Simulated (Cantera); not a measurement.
Input: 1 mol CuO, 1.2 mol C, 0.55 mol CO, at 0.000760 bar.

Equilibrium computed with Cantera from the NASA thermochemical tables; the gas is ideal and each condensed phase is pure. Candidate condensed phases: C, Cu, CuO, Cu2O; 15 gas species. Equilibrium is a limit: real reactors are often held back by kinetics, nucleation or transport.

Task: Which condensed phases are stable at each of these points (T (K)): 998, 1148, 1298, 1448, 1598, 1748, 1898?

Result: 
```json
[
 {"T (K)": "998", "condensed phases": "C(graphite) + Cu(s)", "Cu condensed (%)": "100.0"},
 {"T (K)": "1148", "condensed phases": "C(graphite) + Cu(s)", "Cu condensed (%)": "100.0"},
 {"T (K)": "1298", "condensed phases": "C(graphite) + Cu(s)", "Cu condensed (%)": "100.0"},
 {"T (K)": "1448", "condensed phases": "C(graphite) + Cu(l)", "Cu condensed (%)": "99.3"},
 {"T (K)": "1598", "condensed phases": "C(graphite) + Cu(l)", "Cu condensed (%)": "91.7"},
 {"T (K)": "1748", "condensed phases": "C(graphite) + Cu(l)", "Cu condensed (%)": "3.2"},
 {"T (K)": "1898", "condensed phases": "C(graphite)", "Cu condensed (%)": "0.0"}
]
```

From 998 K to 1298 K the condensed part is C(graphite) + Cu(s). From 1448 K to 1748 K the condensed part is C(graphite) + Cu(l). At 1898 K the condensed part is C(graphite).
